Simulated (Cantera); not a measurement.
A closed system holds: 1 mol Ti(OiPr)₄, 31 mol H₂, equilibrated at 0.710 bar.

Equilibrium computed with Cantera from the NASA thermochemical tables; the gas is ideal and each condensed phase is pure. Candidate condensed phases: C, C₆H₆, C₇H₈, C₈H₁₈, H₂O, Ti, TiC, TiO, TiO₂, Ti₂O₃, Ti₃O₅, Ti₄O₇; 113 gas species. The feed counts by its element totals alone. TiC: taken at fixed stoichiometry. Rates play no part.

Over these rows the condensed part is C(graphite) + TiC(s). Partial pressures as log10 of bar:

```json
[
 {"T (K)": "1500", "1000/T (1/K)": "0.6667", "log p C₂H₂ (acetylene)": "-5.23", "log p H₂": "-0.19", "log p CO": "-1.24"},
 {"T (K)": "1600", "1000/T (1/K)": "0.6250", "log p C₂H₂ (acetylene)": "?", "log p H₂": "-0.19", "log p CO": "-1.24"},
 {"T (K)": "1700", "1000/T (1/K)": "0.5882", "log p C₂H₂ (acetylene)": "-4.32", "log p H₂": "-0.19", "log p CO": "-1.24"},
 {"T (K)": "1800", "1000/T (1/K)": "0.5556", "log p C₂H₂ (acetylene)": "-3.94", "log p H₂": "-0.19", "log p CO": "-1.24"},
 {"T (K)": "1900", "1000/T (1/K)": "0.5263", "log p C₂H₂ (acetylene)": "-3.60", "log p H₂": "-0.19", "log p CO": "-1.24"},
 {"T (K)": "2000", "1000/T (1/K)": "0.5000", "log p C₂H₂ (acetylene)": "-3.30", "log p H₂": "-0.19", "log p CO": "-1.24"}
]
```

Q: Fit log p(C₂H₂ (acetylene)) = a + b·(1000/T) to the five rows, give the apparent enthalpy, and predict the row at 1600 K.

A: Means: 1000/T = 0.5674, log p = -4.078. Sxy = -0.193139, Sxx = 0.0166643, so b = -11.59 and a = -4.078 − (-11.59)×0.5674 = 2.50.
Apparent enthalpy: −19.145 × (-11.59) = 222 kJ/mol. With the condensed phases at unit activity, 2 C(graphite) + H₂(g) = C₂H₂ (acetylene)(g) links this pressure to the main gases: over the six rows their terms move log p by +0.00 in all, so the slope is close to that reaction's ΔH°. The five rows lie within 0.01 of the line.
Prediction at 1600 K: 2.50 + (-11.59)×0.6250 = -4.74. The computed value is -4.75, 0.01 from the line.
